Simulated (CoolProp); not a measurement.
R123 at 441.7 K and 6.7 MPa flows at 2.6 m/s in a round tube of 12.7 mm bore and 15 µm roughness, fully developed (64/Re and Nu = 3.66 if laminar; Colebrook and Gnielinski if turbulent). Each further row changes one setting.

Values from CoolProp's reference Helmholtz-energy equation of state, Younglove 1994. It is a modified Benedict-Webb-Rubin equation, recast in Helmholtz form.

```
case              Reynolds number  Darcy friction factor  pressure drop (Pa/m)  heat-transfer coefficient (W/(m² K))  mass flow (kg/h)
----------------  ---------------  ---------------------  --------------------  ------------------------------------  ----------------
as stated                  303000                 0.0213                  5920                                  5390              1240
velocity 5.2 m/s           606000                 0.0209                 23200                                 10600              2480
diameter 25.4 mm           606000                 0.0181                  2510                                  4730              4950
```

Viscosity comes from a separate model (Tanaka 1996). Thermal conductivity comes from a separate model (Laesecke 1996).
